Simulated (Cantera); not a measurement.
An isothermal, constant-pressure homogeneous reactor starts with H2 : O2 = 0.011 : 1 (molar parts), equivalence ratio 0.0055, at 1450 K and 2200 Pa.

Computed with Cantera and the H2/O2 subset of GRI-Mech 3.0, which has no nitrogen chemistry. Radical loss at walls, strong at low pressure, is not modelled.

One state of this run: x H2 = 3.37e-5; x O2 = 0.981; x OH = 0.00137; x H = 0.000190; x HO2 = 5.16e-7. x: mole fraction; the columns are a selection and need not sum to one.

### Question
Which value of t (s) does it belong to?
A) 1.00
B) 0.0631
C) 0.000251
D) 0.0251

### Answer
B, 0.0631
